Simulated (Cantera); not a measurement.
A closed system holds: 1 mol C2F6, 4.7 mol H2, held at 2623 K.

Method: chemical equilibrium by Gibbs-energy minimisation in Cantera with the NASA 1993 tables (ideal gas, pure condensed phases). Candidate condensed phases: C, C6H6, C7H8, C8H18; 95 gas species. The feed counts by its element totals alone. Kinetics and transport are ignored.

### Question
What share of the C ends up in condensed phases as a function of P (Pa), at 1, 4.20, 18, 75, 320, 1300, 5600, 24000, 100000?

### Answer
```tsv
P (Pa)	C condensed (%)	as
1	0.0	-
4.20	0.0	-
18	68.5	C(graphite)
75	92.0	C(graphite)
320	96.8	C(graphite)
1300	97.4	C(graphite)
5600	97.3	C(graphite)
24000	97.2	C(graphite)
100000	97.1	C(graphite)
```
